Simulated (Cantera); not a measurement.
Charge: 1 mol PbO, 0.59 mol CO, 5.7 mol N2, equilibrated at 2273 K and 770000 Pa.

These are equilibrium values from Cantera (NASA tables, ideal gas, pure condensed phases), not measurements of a reactor. Candidate condensed phases: C, Pb, PbO, PbO2, Pb3O4; 27 gas species. Gases not in the tables: (PbO)n polymers. Kinetics and transport are ignored.

Base state: N2 0.779, Pb 0.0792, CO2 0.0745, PbO 0.0574, CO 0.00623, O2 0.00178, NO 0.00136, Pb2 0.000146 (mole fractions); condensed: gas only.

Problem. What changes in the equilibrium state with this change: CO from 0.59 to 20 mol?

Solution. 
| species | before | after |
|---|---|---|
| CO | 0.00623 | 0.712 |
| N2 | 0.779 | 0.213 |
| CO2 | 0.0745 | 0.0373 |
| PbO | 0.0574 | 0.000118 |
| Pb | 0.0792 | 0.0373 |
| O2 | 0.00178 | 3.43e-8 |
| NO | 0.00136 | 3.12e-6 |
